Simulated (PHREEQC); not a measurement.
# Copper plating or etch bath

Dissolve 0.0022 mol CuCl2 and 0.00079 mol Na2SO4 per kg of water at 25 °C. Closed to the air; pH follows from the charge balance.

All values are PHREEQC results (ion-association model, wateq4f.dat), not measurements.

No solid was allowed to form.

### Question
Estimate the pH, ionic strength.

### Answer
pH 5.14; ionic strength 0.00840 mol/kgw.

### Question
In which forms is S present?

### Answer
SO4-2 83 %, CuSO4 17 % of the S.

The solution is supersaturated, for example in Brochantite, Antlerite, so a real one may precipitate; this is no full list.
